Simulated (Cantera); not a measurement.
Input (Python, Cantera) and output of one run.

```python
import numpy as np
import cantera as ct

gas_names = """
    H HNO HNO2 HNO3 HO2 H2 H2O H2O2 N NH NH2 NH3 NH2OH NO NO2 NO3 N2 N2H2 N2H4 N2O O OH O2 O3 Si SiH
    SiH2 SiH3 SiH4 SiN SiO SiO2 Si2 Si2N Si3
""".split()
cond_names = """
    H2O(s) H2O(L) Si(cr) Si(L) SiO2(Lqz) SiO2(hqz) SiO2(L) Si2N2O(s) Si3N4(a)
""".split()


# ... load() reads the species with a 1 bar reference pressure and builds the phases ...
atoms = {
    'Si3N4': {'Si': 3, 'N': 4},
    'N2O': {'N': 2, 'O': 1},
    'H2': {'H': 2},
}
top_T = {'Si2N2O(s)': 2100, 'Si3N4(a)': 2400}  # K; cautious upper limits of use, not melting points


# ... equilibrate(T, P, feed) seeds the gas with the atoms and calls Mixture.equilibrate('TP', solver="vcs", rtol=1e-11, max_steps=5000) ...
results = []
feed = {'Si3N4': 1, 'N2O': 0.6, 'H2': 63}  # mol
T = 1573  # K
P = 33000  # Pa
mix = equilibrate(T, P, feed)
results.append((T, P, feed, dict(zip(mix.species_names, mix.species_moles))))
x = sorted(zip(gas.X, gas.species_names), reverse=True)
print(f"T = {T:g} K  P = {P:g} Pa  gas = {mix.phase_moles(0):.4g} mol")
print("   x: " + "  ".join(f"{s} {v:.3e}" for v, s in x if v > 1e-06))
print("   condensed (mol): " + ("  ".join(f"{mix.phase(i).name} {mix.phase_moles(i):.4g}"
      for i in range(1, mix.n_phases) if mix.phase_moles(i) > 1e-12) or "none"))
```

Result:

```
T = 1573 K  P = 33000 Pa  gas = 63.8 mol
   x: H2 9.874e-01  N2 1.254e-02  H 7.033e-05  SiO 5.056e-06  NH3 1.820e-06
   condensed (mol): Si2N2O(s) 0.5997  Si3N4(a) 0.6001
```

These are equilibrium values from Cantera (NASA tables, ideal gas, pure condensed phases), not measurements of a reactor. Mutual solubility and eutectic melting of coexisting phases are not modelled.
